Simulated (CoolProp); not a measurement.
A single-stage vapour-compression cycle with R115: evaporating at 251.15 K (dew point), condensing at 281.15 K (bubble point), superheat 2 K, subcooling 8 K, compressor efficiency 0.9, no pressure losses. Each further row changes one setting.

The numbers come from the reference Helmholtz-energy equation of state, Lemmon 2016 in CoolProp.

```tsv
case	cooling COP	pressure ratio	discharge temperature (K)	refrigerating effect (kJ/kg)	volumetric capacity (kJ/m³)
as stated	6.85	2.73	281.2	97.9	1590
evaporating temperature 256.15 K	8.60	2.27	281.2	101	1950
condensing temperature 276.15 K	8.48	2.35	276.4	103	1670
subcooling 13 K	7.21	2.73	281.2	103	1670
superheat 12 K	6.96	2.73	290.7	105	1620
compressor efficiency 0.8	6.09	2.73	283.1	97.9	1590
```

The compression ends wet for: as stated; evaporating temperature 256.15 K; subcooling 13 K.
